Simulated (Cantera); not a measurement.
Charge: 1 mol Si3N4, 0.011 mol O2, 3.8 mol N2, 0.4 mol N2O, equilibrated at 1825 K and 810 Pa.

Cantera equilibrium calculation (NASA polynomials, part measured and part estimated; ideal gas, pure solids and liquids). Candidate condensed phases: Si, SiO2, Si2N2O, Si3N4; 16 gas species. The tables' values for SiN are old estimates; treat these amounts as uncertain. Equilibrium is a limit: real reactors are often held back by kinetics, nucleation or transport.

Problem. What is the equilibrium state?

Solution. 
- x(N2) = 0.936
- x(SiO) = 0.0637
- x(Si) = 0.000561
- x(Si2N) = 3.15e-5
- x(SiN) = 2.01e-5
- x(Si2) = 3.65e-6
- n(Si(l)) = 2.57 mol
- gas amount = 6.626 mol
